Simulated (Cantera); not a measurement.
A closed system holds: 1 mol CF4, 0.067 mol CH4, 3.9 mol H2, held at 1748 K and 100 Torr.

Equilibrium computed with Cantera from the NASA thermochemical tables; the gas is ideal and each condensed phase is pure. Candidate condensed phases: C, C6H6, C7H8, C8H18; 95 gas species. The numbers say what is thermodynamically allowed, not how fast it happens.

Base state: HF 0.663, H2 0.337, H 0.000363, C2H2 (acetylene) 3.80e-5, CH4 1.39e-5 (mole fractions); condensed: C(graphite).

Question: What changes in the equilibrium state with this change: temperature from 1748 K to 2323 K?

Answer: 
```tsv
species	before	after
HF	0.663	0.657
H2	0.337	0.324
H	0.000363	0.0170
F	9.11e-8	4.38e-5
C2H2 (acetylene)	3.80e-5	0.00157
C(graphite), mol	1.07	1.05
```
